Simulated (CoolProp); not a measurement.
Dimethyl carbonate at several states: fugacity coefficient from the reference equation and from simpler models built on Tc = 557.0 K, pc = 4909 kPa, ω = 0.346; each cubic takes its own stable root.

The numbers come from the reference Helmholtz-energy equation of state, Zhou 2011 in CoolProp.

| T (K) | p (kPa) | phase | reference | van der Waals | Redlich-Kwong | Soave-Redlich-Kwong | Peng-Robinson |
|---|---|---|---|---|---|---|---|
| 380.5 | 401 | liquid | 0.4106 | 0.9411 | … | 0.4092 | 0.4089 |
| 327.9 | 9380 | liquid | 0.004034 | 0.06135 | 0.01209 | 0.004025 | 0.004004 |
| 398.7 | 2930 | liquid | … | 0.3518 | 0.1744 | 0.09839 | 0.09674 |
| 536 | 16.3 | gas | 0.9987 | 0.9989 | 0.9987 | 0.9987 | 0.9986 |
| 351.5 | 15300 | liquid | 0.007018 | 0.07148 | … | 0.007251 | 0.006941 |
| 429.9 | 38.6 | gas | 0.9938 | 0.9957 | 0.9945 | 0.9938 | 0.9934 |

### Question
Some entries are withheld; supply them.

### Answer

- 380.5, Redlich-Kwong: 0.8095
- 398.7, reference: 0.09699
- 351.5, Redlich-Kwong: 0.01804

At some of these states van der Waals gives the other phase, because its saturation line lies elsewhere.
